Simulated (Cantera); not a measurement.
Input: 1 mol Si, a varied amount of N2O, 89 mol H2, equilibrated at 1050 K and 0.160 bar.

Equilibrium computed with Cantera from the NASA thermochemical tables; the gas is ideal and each condensed phase is pure. Candidate condensed phases: H2O, Si, SiO2, Si2N2O, Si3N4; 35 gas species. Mutual solubility and eutectic melting of coexisting phases are not modelled. The numbers say what is thermodynamically allowed, not how fast it happens.

Question: Which condensed phases are stable at each of these points (n(N2O) (mol)): 0.31, 0.4, 0.51, 0.66, 0.86, 1.1, 1.4?

Answer: 
| n(N2O) (mol) | condensed phases | Si condensed (%) |
|---|---|---|
| 0.31 | Si(s) + Si2N2O(s) | 100.0 |
| 0.4 | Si(s) + Si2N2O(s) | 100.0 |
| 0.51 | SiO2(β-quartz) + Si2N2O(s) | 100.0 |
| 0.66 | SiO2(β-quartz) + Si2N2O(s) | 100.0 |
| 0.86 | SiO2(β-quartz) + Si2N2O(s) | 100.0 |
| 1.1 | SiO2(β-quartz) + Si2N2O(s) | 100.0 |
| 1.4 | SiO2(β-quartz) + Si2N2O(s) | 100.0 |

From 0.31 mol N2O to 0.4 mol N2O the condensed part is Si(s) + Si2N2O(s). From 0.51 mol N2O to 1.4 mol N2O the condensed part is SiO2(β-quartz) + Si2N2O(s).
